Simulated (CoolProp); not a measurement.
R1224YDZ at several states: Z from the reference equation and from simpler models built on Tc = 155.5 °C, pc = 3334 kPa, ω = 0.325; each cubic takes its own stable root.

The numbers come from the reference Helmholtz-energy equation of state, Akasaka 2023 in CoolProp.

```
T (°C)  p (kPa)          phase  reference
------  -------  -------------  ---------
-66.65      689         liquid    0.03746
196.35     13.8            gas     0.9990
-55.45     46.8         liquid   0.002456
-98.35     2190         liquid     0.1342
177.75     6790  supercritical     0.3307
```

How far does each simpler model (van der Waals, Redlich-Kwong, Soave-Redlich-Kwong) lie from the reference over these 5 states: mean and median of the absolute difference, and the worst?


- van der Waals: mean 7997.4 %, median 72.5 %, worst +39806.4 % at -55.45 °C and 46.8 kPa
- Redlich-Kwong: mean 13.1 %, median 16.2 %, worst +16.8 % at -98.35 °C and 2190 kPa
- Soave-Redlich-Kwong: mean 12.5 %, median 13.2 %, worst +21.7 % at 177.75 °C and 6790 kPa

At some of these states van der Waals gives the other phase, because its saturation line lies elsewhere.
